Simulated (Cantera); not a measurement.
# Hydrocarbon pyrolysis for carbon deposition

An isothermal, constant-pressure homogeneous reactor starts with 10.3 % C2H4, 89.7 % H2, at 1525 K and 0.0263 atm.

Detailed kinetics in Cantera: GRI-Mech 3.0 (53 species, 325 reactions). GRI-Mech 3.0 was tuned for natural gas; its chemistry of ethylene as a main component is partial and can be far from experiment. GRI-Mech 3.0 stops at C3 and has no aromatics, soot or wall deposition, so with more carbon than oxygen in the feed, carbon stays in small species such as C2H2 where larger ones or solid carbon would form. Radical loss at walls, strong at low pressure, is not modelled.

```json
[
 {"t (s)": "3.00e-6", "x C2H4": "0.103", "x H2": "0.897", "x C2H": "<1e-12", "x C2H2": "9.18e-7", "x H": "7.07e-10", "x CH2": "<1e-12"},
 {"t (s)": "1.82e-5", "x C2H4": "0.103", "x H2": "0.897", "x C2H": "<1e-12", "x C2H2": "5.56e-6", "x H": "5.04e-9", "x CH2": "<1e-12"},
 {"t (s)": "0.000110", "x C2H4": "0.103", "x H2": "0.897", "x C2H": "<1e-12", "x C2H2": "3.37e-5", "x H": "3.34e-8", "x CH2": "<1e-12"},
 {"t (s)": "0.000667", "x C2H4": "0.103", "x H2": "0.897", "x C2H": "<1e-12", "x C2H2": "0.000205", "x H": "2.07e-7", "x CH2": "4.19e-12"},
 {"t (s)": "0.00404", "x C2H4": "0.102", "x H2": "0.897", "x C2H": "4.01e-12", "x C2H2": "0.00128", "x H": "1.29e-6", "x CH2": "2.76e-11"},
 {"t (s)": "0.0245", "x C2H4": "0.0932", "x H2": "0.898", "x C2H": "1.98e-10", "x C2H2": "0.00896", "x H": "9.05e-6", "x CH2": "1.79e-10"},
 {"t (s)": "0.148", "x C2H4": "0.0405", "x H2": "0.903", "x C2H": "3.20e-9", "x C2H2": "0.0567", "x H": "2.33e-5", "x CH2": "2.01e-10"},
 {"t (s)": "0.899", "x C2H4": "0.000494", "x H2": "0.906", "x C2H": "3.09e-8", "x C2H2": "0.0929", "x H": "0.000138", "x CH2": "8.93e-11"},
 {"t (s)": "5.45", "x C2H4": "0.000493", "x H2": "0.906", "x C2H": "3.16e-8", "x C2H2": "0.0928", "x H": "0.000141", "x CH2": "1.81e-10"},
 {"t (s)": "33.0", "x C2H4": "0.000490", "x H2": "0.905", "x C2H": "3.13e-8", "x C2H2": "0.0923", "x H": "0.000140", "x CH2": "6.81e-10"},
 {"t (s)": "200", "x C2H4": "0.000484", "x H2": "0.904", "x C2H": "3.07e-8", "x C2H2": "0.0912", "x H": "0.000139", "x CH2": "1.78e-9"}
]
```
x: mole fraction; the columns are a selection and need not sum to one.

Equilibrium at this temperature and pressure: C2H4 0.000484, H2 0.904, C2H 3.07e-8, C2H2 0.0912, H 0.000139, CH2 1.83e-9 (gas phase only).
